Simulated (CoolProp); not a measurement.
Vapour-liquid equilibrium of n-octane (1) + n-dodecane (2) at 0.145 bar; x and y are mole fractions of (1).

The numbers come from the multi-fluid Helmholtz-energy mixture model, Beckmüller 2019 and Lemmon 2004; pair parameters Bell 2016 in CoolProp.

| x | bubble temperature, mixture model (°C) | bubble temperature, Raoult's law (°C) | y, mixture model | y, Raoult's law |
|---|---|---|---|---|
| 0.05 | 135.9 | 134.0 | (withheld) | 0.439 |
| 0.2 | (withheld) | 108.2 | 0.816 | 0.837 |
| 0.35 | 95.9 | 94.2 | 0.925 | 0.932 |
| 0.5 | (withheld) | 85.0 | 0.965 | 0.967 |
| 0.65 | 78.9 | 78.3 | 0.984 | 0.984 |
| 0.8 | (withheld) | 73.2 | 0.993 | 0.993 |
| 0.95 | 69.0 | 69.0 | 0.999 | 0.999 |

Task: Fill in the missing entries.

Result: 
- 0.05, y, mixture model: 0.394
- 0.2, bubble temperature, mixture model (°C): 110.6
- 0.5, bubble temperature, mixture model (°C): 86.0
- 0.8, bubble temperature, mixture model (°C): 73.4

The largest gap from Raoult's law is +2.4 K in bubble temperature, at x = 0.2. No azeotrope shows between x = 0.05 and 0.95.

Pair parameters are fitted to limited data, so mixtures are less certain than the pure fluids.
